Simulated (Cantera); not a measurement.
Source: NASA polynomial tables (part measured, part estimated), evaluated in Cantera. Values are per mole of reaction as written; species without (g) are pure solids or liquids, kept so even where they would boil at 1 bar.

4 S + 3 Ni = Ni₃S₄

```csv
T (K),ΔH° (kJ),ΔS° (J/K),ΔG° (kJ),log10 K,condensed phases
350,-301.4,-32.2,-290.1,43.30,"S(s), Ni(s), Ni₃S₄(s)"
375,…,…,…,…,"S(s), Ni(s), Ni₃S₄(s)"
400,-310.6,-56.2,-288.1,37.63,"S(l), Ni(s), Ni₃S₄(s)"
425,-311.9,-59.2,-286.7,35.23,"S(l), Ni(s), Ni₃S₄(s)"
450,-313.3,-62.6,-285.2,33.10,"S(l), Ni(s), Ni₃S₄(s)"
475,…,…,…,…,"S(l), Ni(s), Ni₃S₄(s)"
500,…,…,…,…,"S(l), Ni(s), Ni₃S₄(s)"
525,…,…,…,…,"S(l), Ni(s), Ni₃S₄(s)"
550,-319.3,-74.6,-278.3,26.43,"S(l), Ni(s), Ni₃S₄(s)"
```

**Question.** What belongs in the gaps?

**Answer.** 
- 375, ΔH° (kJ): -303.2
- 375, ΔS° (J/K): -37.0
- 375, ΔG° (kJ): -289.3
- 375, log10 K: 40.29
- 475, ΔH° (kJ): -314.9
- 475, ΔS° (J/K): -66.0
- 475, ΔG° (kJ): -283.6
- 475, log10 K: 31.18
- 500, ΔH° (kJ): -316.5
- 500, ΔS° (J/K): -69.2
- 500, ΔG° (kJ): -281.9
- 500, log10 K: 29.45
- 525, ΔH° (kJ): -318.0
- 525, ΔS° (J/K): -72.1
- 525, ΔG° (kJ): -280.1
- 525, log10 K: 27.87
